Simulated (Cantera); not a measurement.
Standard-state values (1 bar) from the NASA 1993 polynomials, evaluated with Cantera. Values are per mole of reaction as written; species without (g) are pure solids or liquids, kept so even where they would boil at 1 bar.

Si2C(g) + 9 CH4(g) = 2 SiH3(g) + 5 C2H6(g)

```csv
T (K),ΔH° (kJ),ΔS° (J/K),ΔG° (kJ),log10 K
675,___,___,___,___
875,145.5,-327.1,431.7,-25.77
1075,151.1,-321.3,496.6,-24.13
1275,155.2,-317.8,560.4,-22.96
1475,___,___,___,___
1675,___,___,___,___
1875,156.4,-316.7,750.2,-20.90
2075,153.0,-318.4,813.7,-20.48
```

Fill in the missing entries.


- 675, ΔH° (kJ): 139.3
- 675, ΔS° (J/K): -335.3
- 675, ΔG° (kJ): 365.5
- 675, log10 K: -28.29
- 1475, ΔH° (kJ): 157.5
- 1475, ΔS° (J/K): -316.2
- 1475, ΔG° (kJ): 623.8
- 1475, log10 K: -22.09
- 1675, ΔH° (kJ): 157.9
- 1675, ΔS° (J/K): -315.9
- 1675, ΔG° (kJ): 687.0
- 1675, log10 K: -21.42
